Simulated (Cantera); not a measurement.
**Stirred combustor or abatement burner**

A perfectly stirred reactor is fed with CH₄ : O₂ : N₂ : CO₂ = 1 : 1.67 : 6.27 : 1.2 (molar parts), at 4.70 bar; it is adiabatic with a 448 K inlet, and is followed from long to short residence time, starting on the burning branch (τ in s: 0.22, 0.076, 0.026, 0.0091, 0.0031, 0.0011, 0.00037, 0.00013, 4.5e-05, 1.5e-05).

Cantera simulation using GRI-Mech 3.0 (53 species, 325 reactions); the numbers are that mechanism's predictions, not measurements.

```
τ (s)    T (K)     x CH₄      x O₂  x CO₂    x HCO   x C₂H₆   x H₂O₂      x OH
-------  -----  --------  --------  -----  -------  -------  -------  --------
0.22      1977   3.41e-5   8.65e-5  0.159  1.75e-8  2.10e-9  5.52e-9  0.000196
0.076     1975   5.45e-5  0.000181  0.159  3.12e-8  7.47e-9  1.13e-8  0.000268
0.026     1971   8.26e-5  0.000370  0.159  6.42e-8  2.28e-8  2.43e-8  0.000383
0.0091    1964  0.000125  0.000736  0.159  1.45e-7  6.16e-8  5.11e-8  0.000547
0.0031    1952  0.000211   0.00151  0.157  3.57e-7  1.78e-7  1.04e-7  0.000755
0.0011    1930  0.000426   0.00320  0.155  8.82e-7  6.79e-7  1.98e-7  0.000903
0.00037    448    0.0986     0.165  0.118   <1e-12   <1e-12   <1e-12    <1e-12
0.00013    448    0.0986     0.165  0.118   <1e-12   <1e-12   <1e-12    <1e-12
4.5e-5     448    0.0986     0.165  0.118   <1e-12   <1e-12   <1e-12    <1e-12
1.5e-5     448    0.0986     0.165  0.118   <1e-12   <1e-12   <1e-12    <1e-12
```
x: mole fraction; the columns are a selection and need not sum to one.
